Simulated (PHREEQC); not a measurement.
Dissolve 0.067 mol/kgw NH4Br at 25 °C. Closed to the air; pH follows from the charge balance.

All values are PHREEQC results (ion-association model, phreeqc.dat), not measurements.

```
Item                           Value
--------------------  --------------
pH                              5.30
ionic strength        0.0670 mol/kgw
specific conductance      8590 µS/cm
density                  1.001 g/cm³
```

| species | molality | activity | log γ |
|---|---|---|---|
| Br- | 0.0670 | 0.0526 | -0.105 |
| NH4+ | 0.0670 | 0.0521 | -0.109 |
| H+ | 5.90e-6 | 4.96e-6 | -0.075 |
| NH3 | 5.89e-6 | 5.99e-6 | 0.007 |
| OH- | 2.57e-9 | 2.03e-9 | -0.102 |

This is a speciation only: nothing precipitates in the calculation. Species that the database lacks are ignored.
